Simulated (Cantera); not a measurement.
Cantera run:

```python
import numpy as np
import cantera as ct

gas_names = """
    H HNO HNO2 HNO3 HO2 H2 H2O H2O2 N NH NH2 NH3 NH2OH NO NO2 NO3 N2 N2H2 N2H4 N2O O OH O2 O3 Si SiH
    SiH2 SiH3 SiH4 SiN SiO SiO2 Si2 Si2N Si3
""".split()
cond_names = """
    H2O(s) H2O(L) Si(cr) Si(L) SiO2(Lqz) SiO2(hqz) SiO2(L) Si2N2O(s) Si3N4(a)
""".split()


# ... load() reads the species with a 1 bar reference pressure and builds the phases ...
atoms = {
    'SiO2': {'Si': 1, 'O': 2},
    'H2': {'H': 2},
    'N2': {'N': 2},
}
top_T = {'Si2N2O(s)': 2100, 'Si3N4(a)': 2400}  # K; cautious upper limits of use, not melting points


# ... equilibrate(T, P, feed) seeds the gas with the atoms and calls Mixture.equilibrate('TP', solver="vcs", rtol=1e-11, max_steps=5000) ...
results = []
feed = {'SiO2': 1, 'H2': 0.34, 'N2': 11}  # mol
T = 1100  # K
P = 22  # Pa
mix = equilibrate(T, P, feed)
results.append((T, P, feed, dict(zip(mix.species_names, mix.species_moles))))
x = sorted(zip(gas.X, gas.species_names), reverse=True)
print(f"T = {T:g} K  P = {P:g} Pa  gas = {mix.phase_moles(0):.4g} mol")
print("   x: " + "  ".join(f"{s} {v:.3e}" for v, s in x if v > 0.001))
print("   condensed (mol): " + ("  ".join(f"{mix.phase(i).name} {mix.phase_moles(i):.4g}"
      for i in range(1, mix.n_phases) if mix.phase_moles(i) > 1e-12) or "none"))
```

Result:

```
T = 1100 K  P = 22 Pa  gas = 11.34 mol
   x: N2 9.700e-01  H2 2.998e-02
   condensed (mol): SiO2(hqz) 1  Si2N2O(s) 1.344e-06
```

Method: chemical equilibrium by Gibbs-energy minimisation in Cantera with the NASA 1993 tables (ideal gas, pure condensed phases). N2 is the only nitrogen source here; it is nearly inert below about 1500 K, so the nitride shown seldom forms there in practice.
